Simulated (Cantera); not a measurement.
Charge: 1 mol FeS₂, 3.8 mol H₂S, 0.84 mol CO₂, held at 0.0980 bar.

These are equilibrium values from Cantera (NASA tables, ideal gas, pure condensed phases), not measurements of a reactor. Candidate condensed phases: C, C₆H₆, C₇H₈, C₈H₁₈, Fe, Fe(CO)₅, FeO, Fe(OH)₂, Fe(OH)₃, FeS, FeSO₄, FeS₂, Fe₂O₃, Fe₂(SO₄)₃, Fe₃O₄, H₂O, H₂SO₄, S; 127 gas species. FeS: taken at fixed stoichiometry. Rates play no part.

### Question
At 1300 K, list the 5 most abundant gas species with their mole fractions, and the condensed phases.

### Answer
H₂S 0.326, S₂ 0.231, H₂ 0.195, H₂O 0.107, CO 0.102. Condensed: FeS(s).
